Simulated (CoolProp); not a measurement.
R152A at 298.15 K and 0.153 MPa is throttled through a valve to 0.0669 MPa with no heat exchange. Each further row changes one setting.

Computed with CoolProp (reference Helmholtz-energy equation of state, Outcalt 1996). It is a modified Benedict-Webb-Rubin equation, recast in Helmholtz form.

| case | temperature change (K) | final density (kg/m³) |
|---|---|---|
| as stated | -2.5 | 1.82 |
| outlet pressure 0.0201 MPa | -3.8 | 0.545 |
| outlet pressure 0.087 MPa | -1.9 | 2.38 |
